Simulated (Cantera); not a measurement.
Charge: 1 mol SiH2Cl2, 4.6 mol H2O, at 11.0 mbar.

Cantera equilibrium calculation (NASA polynomials, part measured and part estimated; ideal gas, pure solids and liquids). Candidate condensed phases: H2O, Si, SiO2; 30 gas species. The tables hold silica as quartz up to 1696 K and as liquid above; real silica turns to tridymite and cristobalite and melts near 1996 K. The numbers say what is thermodynamically allowed, not how fast it happens.

Problem. Which condensed phases are stable at each of these points (T (K)): 725, 825, 925, 1025, 1125, 1225, 1325, 1425, 1525, 1625, 1725, 1825, 1925, 2025?

Solution. 
| T (K) | condensed phases | Si condensed (%) |
|---|---|---|
| 725 | SiO2(α-quartz) | 100.0 |
| 825 | SiO2(α-quartz) | 100.0 |
| 925 | SiO2(β-quartz) | 100.0 |
| 1025 | SiO2(β-quartz) | 100.0 |
| 1125 | SiO2(β-quartz) | 100.0 |
| 1225 | SiO2(β-quartz) | 100.0 |
| 1325 | SiO2(β-quartz) | 100.0 |
| 1425 | SiO2(β-quartz) | 100.0 |
| 1525 | SiO2(β-quartz) | 100.0 |
| 1625 | SiO2(β-quartz) | 100.0 |
| 1725 | SiO2(condensed) | 100.0 |
| 1825 | SiO2(condensed) | 99.8 |
| 1925 | SiO2(condensed) | 99.0 |
| 2025 | SiO2(l) | 95.2 |

From 725 K to 825 K the condensed part is SiO2(α-quartz). From 925 K to 1625 K the condensed part is SiO2(β-quartz). From 1725 K to 1925 K the condensed part is SiO2(condensed). At 2025 K the condensed part is SiO2(l).
